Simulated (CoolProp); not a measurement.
Model: reference Helmholtz-energy equation of state, Lemmon 2006, in CoolProp. It is a short technical equation, of lower accuracy than the large ones.

Give the vapour pressure (kPa), enthalpy of vaporisation (kJ/kg), liquid cp (kJ/(kg K)), liquid viscosity (µPa s) of saturated C3F8 (R218) at 276, 305.4 K.


```
T (K)  p (kPa)  enthalpy of vaporisation (kJ/kg)  liquid cp (kJ/(kg K))  liquid viscosity (µPa s)
-----  -------  --------------------------------  ---------------------  ------------------------
276        454                              88.4                   1.08                       235
305.4     1050                              71.1                   1.22                       149
```

Viscosity comes from a separate model (Huber 2003), an estimate that may be off by 10 % or more.
